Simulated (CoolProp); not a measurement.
A closed Brayton cycle with dry air: compressor inlet 327.15 K and 6 MPa, high pressure 14.3 MPa, turbine inlet 655 K, compressor efficiency 0.8, turbine efficiency 0.9, recuperator effectiveness 0.9 (on enthalpy, no pinch check). Each further row changes one setting.

The numbers come from the reference Helmholtz-energy equation of state, Lemmon 2000 in CoolProp. It is a pseudo-pure fit of the blend.

```tsv
case	thermal efficiency (%)	net work (kJ/kg)	compressor to turbine work	compressor exit (K)	turbine exit (K)
as stated	(withheld)	17.0	0.88	442.9	529.3
turbine inlet 605 K	4.8	(withheld)	(withheld)	442.9	(withheld)
compressor inlet 337.15 K	8.9	(withheld)	0.90	456.2	529.3
high pressure 12.2 MPa	(withheld)	(withheld)	0.83	419.5	(withheld)
recuperator effectiveness 0.5	9.1	17.0	0.88	442.9	529.3
```

Task: Complete the blanks.

Result: 
- as stated, thermal efficiency (%): 11.4
- turbine inlet 605 K, net work (kJ/kg): 6.39
- turbine inlet 605 K, compressor to turbine work: 0.95
- turbine inlet 605 K, turbine exit (K): 487.6
- compressor inlet 337.15 K, net work (kJ/kg): 13.1
- high pressure 12.2 MPa, thermal efficiency (%): 14.2
- high pressure 12.2 MPa, net work (kJ/kg): 18.6
- high pressure 12.2 MPa, turbine exit (K): 550.4
